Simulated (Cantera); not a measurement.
What does this Cantera script print?

```python
import numpy as np
import cantera as ct

gas_names = """
    O2 H2O
""".split()
cond_names = """
    Cu(L) CuO2H2(s) Cu2O(s)
""".split()


# ... load() reads the species with a 1 bar reference pressure and builds the phases ...
species = {s.name: s for s in load("nasa_gas.yaml", gas_names) + load("nasa_condensed.yaml", cond_names)}
T = 1475
g = {n: (s.thermo.h(T) - T * s.thermo.s(T)) / (ct.gas_constant * T * np.log(10)) for n, s in species.items()}
valid = cond_names  # the entries whose range holds T


def stable(la, lb):
    # potentials (over RT ln 10) of the two non-metals from log10 p(O2) and log10 p(H2O) in bar
    mu = {}
    mu["O"] = (g["O2"] + la) / 2
    mu["H"] = (g["H2O"] + lb - 1 * mu["O"]) / 2
    cost = {}
    for n in valid:
        c = species[n].composition
        cost[n] = (g[n] - sum(c.get(e, 0) * m for e, m in mu.items())) / c["Cu"]
    return min(cost, key=cost.get)


results = []
for lb in [0, -1.5, -2.9, -4.4, -5.8, -7.3, -8.7, -10.2, -11.6, -13.1, -14.5, -16]:
    row = [stable(la, lb) for la in [-13, -12.1, -11.1, -10.2, -9.3, -8.4, -7.4, -6.5, -5.6, -4.6, -3.7, -2.8, -1.9, -0.9, 0]]
    results.append(row)
    print(f"{lb:6.1f}  " + " ".join(f"{valid.index(n):x}" for n in row))
print("key: " + ", ".join(f"{i:x} {n}" for i, n in enumerate(valid)))
```

Output:

```
   0.0  0 0 0 0 0 0 0 0 0 0 2 2 2 2 2
  -1.5  0 0 0 0 0 0 0 0 0 0 2 2 2 2 2
  -2.9  0 0 0 0 0 0 0 0 0 0 2 2 2 2 2
  -4.4  0 0 0 0 0 0 0 0 0 0 2 2 2 2 2
  -5.8  0 0 0 0 0 0 0 0 0 0 2 2 2 2 2
  -7.3  0 0 0 0 0 0 0 0 0 0 2 2 2 2 2
  -8.7  0 0 0 0 0 0 0 0 0 0 2 2 2 2 2
 -10.2  0 0 0 0 0 0 0 0 0 0 2 2 2 2 2
 -11.6  0 0 0 0 0 0 0 0 0 0 2 2 2 2 2
 -13.1  0 0 0 0 0 0 0 0 0 0 2 2 2 2 2
 -14.5  0 0 0 0 0 0 0 0 0 0 2 2 2 2 2
 -16.0  0 0 0 0 0 0 0 0 0 0 2 2 2 2 2
key: 0 Cu(L), 1 CuO2H2(s), 2 Cu2O(s)
```

Cantera with NASA thermochemical tables; ideal gases at 1 bar, condensed phases pure.
